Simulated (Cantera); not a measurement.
Charge: 1 mol CF4, 0.07 mol H2, held at 2300 K and 0.000100 bar.

Equilibrium computed with Cantera from the NASA thermochemical tables; the gas is ideal and each condensed phase is pure. Candidate condensed phases: C, C6H6, C7H8, C8H18; 95 gas species. The numbers say what is thermodynamically allowed, not how fast it happens.

Base state: F 0.906, CF2 0.0425, HF 0.0364, CF 0.0151, C3 0.000167, C 8.37e-5, CF3 4.98e-5, H 4.47e-5 (mole fractions); condensed: C(graphite).

### Question
What changes in the equilibrium state with this change: pressure from 0.000100 bar to 0.0460 bar?

### Answer
```
species             before     after
----------------  --------  --------
CF4                1.97e-5     0.563
F                    0.906     0.187
CF2                 0.0425     0.135
CF3                4.98e-5    0.0150
CF                  0.0151  0.000505
HF                  0.0364    0.0999
C3                0.000167   1.56e-9
C2                 1.49e-5     <1e-9
C                  8.37e-5   2.95e-8
C(graphite), mol     0.776         0
```
Gases not in the tables: C2F6 and larger saturated fluorocarbons.
